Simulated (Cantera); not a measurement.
# N2O furnace oxynitridation

An isothermal, constant-pressure homogeneous reactor starts with 83.3 % N₂O, 16.7 % H₂O, at 1598 K and 180000 Pa.

Computed with Cantera and GRI-Mech 3.0 (53 species, 325 reactions). GRI-Mech 3.0 was tuned for natural gas; its chemistry of N2O as a main component is partial and can be far from experiment. The temperature is held fixed by assumption; the heat of reaction is taken as removed at once.

```csv
t (s),x N₂O,x H₂O,x OH,x H₂,x H₂O₂
5.00e-5,0.806,0.164,0.00100,2.51e-5,7.19e-7
0.000140,0.758,0.162,0.00101,2.03e-5,6.43e-7
0.000389,0.647,0.155,0.000993,1.59e-5,5.26e-7
0.00109,0.437,0.143,0.000915,1.31e-5,3.84e-7
0.00303,0.184,0.128,0.000734,1.04e-5,2.47e-7
0.00847,0.0323,0.119,0.000436,4.91e-6,1.16e-7
0.0236,0.000829,0.118,0.000190,1.35e-6,3.33e-8
0.0659,2.42e-6,0.118,0.000170,1.16e-6,2.77e-8
0.184,2.35e-6,0.118,0.000170,1.16e-6,2.77e-8
0.514,2.34e-6,0.118,0.000170,1.15e-6,2.77e-8
1.43,2.29e-6,0.118,0.000170,1.15e-6,2.78e-8
4.00,2.15e-6,0.118,0.000171,1.15e-6,2.79e-8
```
x: mole fraction; the columns are a selection and need not sum to one.

Equilibrium at this temperature and pressure: N₂O 1.36e-7, H₂O 0.118, OH 0.000178, H₂ 1.06e-6, H₂O₂ 3.03e-8 (gas phase only).
